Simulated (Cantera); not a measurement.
A closed system holds: 1 mol BN, 2.4 mol F₂, 0.43 mol H₂, at 1173 K and 13.3 mbar.

Method: chemical equilibrium by Gibbs-energy minimisation in Cantera with the NASA 1993 tables (ideal gas, pure condensed phases). Candidate condensed phases: B, BN; 31 gas species. The numbers say what is thermodynamically allowed, not how fast it happens.

Base state: BF₃ 0.305, F 0.275, HF 0.262, N₂ 0.152, F₂ 0.00560 (mole fractions); condensed: gas only.

### Question
What changes in the equilibrium state with this change: H₂ from 0.43 to 1.4 mol?

### Answer
```json
[
 {"species": "HF", "before": "0.262", "after": "0.474"},
 {"species": "BF₃", "before": "0.305", "after": "0.263"},
 {"species": "N₂", "before": "0.152", "after": "0.132"},
 {"species": "F", "before": "0.275", "after": "<1e-9"},
 {"species": "H₂", "before": "<1e-9", "after": "0.132"},
 {"species": "F₂", "before": "0.00560", "after": "<1e-9"}
]
```

### Question
What changes in the equilibrium state with this change: BN replaced by Si₃N₄?

### Answer
| species | before | after |
|---|---|---|
| SiF₄ | 0 | 0.491 |
| N₂ | 0.152 | 0.329 |
| H₂ | <1e-9 | 0.175 |
| BF₃ | 0.305 | 0 |
| F | 0.275 | <1e-9 |
| HF | 0.262 | 0.00184 |
| F₂ | 0.00560 | <1e-9 |
| SiF₃ | 0 | 0.00115 |
| SiHF₃ | 0 | 0.00113 |
| Si₃N₄(s), mol | 0 | 0.600 |
The tables' values for SiF₃ are old estimates; treat these amounts as uncertain. Further candidate phases: Si, Si₃N₄.
